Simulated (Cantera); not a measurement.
# Ca(OH)2 + H2O + H2 (calcination and drying)

Charge: 1 mol Ca(OH)2, 0.4 mol H2O, 0.021 mol H2, at 1.33 mbar.

Cantera equilibrium calculation (NASA polynomials, part measured and part estimated; ideal gas, pure solids and liquids). Candidate condensed phases: Ca, CaO, Ca(OH)2, H2O; 14 gas species. Rates play no part.

```tsv
T (K)	x H2O	x H2	x OH	x O2	x H	x O	x Ca(OH)2	x CaOH	n CaO(s)
1425	0.985	0.0148	3.31e-5	1.44e-6	2.27e-5	4.57e-8	1.77e-7	4.92e-10	1.00
1475	0.985	0.0148	7.54e-5	6.02e-6	4.32e-5	1.93e-7	3.75e-7	1.66e-9	1.000
1525	0.985	0.0149	0.000162	2.28e-5	7.90e-5	7.40e-7	7.57e-7	5.17e-9	1.000
1575	0.984	0.0150	0.000332	7.79e-5	0.000140	2.59e-6	1.46e-6	1.50e-8	1.000
1625	0.983	0.0155	0.000644	0.000239	0.000240	8.23e-6	2.70e-6	4.10e-8	1.000
1675	0.981	0.0164	0.00118	0.000636	0.000408	2.36e-5	4.80e-6	1.07e-7	1.000
1725	0.977	0.0183	0.00202	0.00144	0.000689	6.03e-5	8.24e-6	2.72e-7	1.000
1775	0.971	0.0215	0.00327	0.00278	0.00116	0.000138	1.37e-5	6.72e-7	1.000
```
x: gas mole fraction; n: condensed amount in mol.

From 1425 K to 1775 K the condensed part is CaO(s). The main Ca-bearing gas is Ca(OH)2 throughout.
